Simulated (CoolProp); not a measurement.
Chlorine at 327.49 K and 2.68 MPa is throttled through a valve to 1.83 MPa with no heat exchange. Each further row changes one setting.

Model: reference Helmholtz-energy equation of state, Thol 2021, in CoolProp.

```tsv
case	temperature change (K)	final phase	final density (kg/m³)
as stated	+0.1	liquid	1300
outlet pressure 0.549 MPa	-41.5	two-phase, vapour fraction 0.164	102
outlet pressure 2.38 MPa	+0.0	liquid	1300
```
